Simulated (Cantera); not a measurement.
Mixture: 11.5 % CO, 11.5 % H2, 6.42 % O2, 70.6 % N2, equivalence ratio 1.8, at 3.06 atm, adiabatic and at constant volume. Ignition delay is the time to a rise of 400 K.

Model: GRI-Mech 3.0 (53 species, 325 reactions), integrated in Cantera. The hydrogen kinetics of GRI-Mech 3.0 are dated; newer H2 mechanisms differ, most at raised pressure. Where the delays flatten at high temperature, the 400 K rule measures the pace of heat release, not the induction time.

Q: Predict: delay at 1125 K; delay at 1225 K; delay at 1325 K; delay at 1425 K; delay at 1525 K.

A: 
```json
{
 "delay at 1125 K": "88.2 µs",
 "delay at 1225 K": "35.5 µs",
 "delay at 1325 K": "21.3 µs",
 "delay at 1425 K": "15.2 µs",
 "delay at 1525 K": "12.1 µs"
}
```
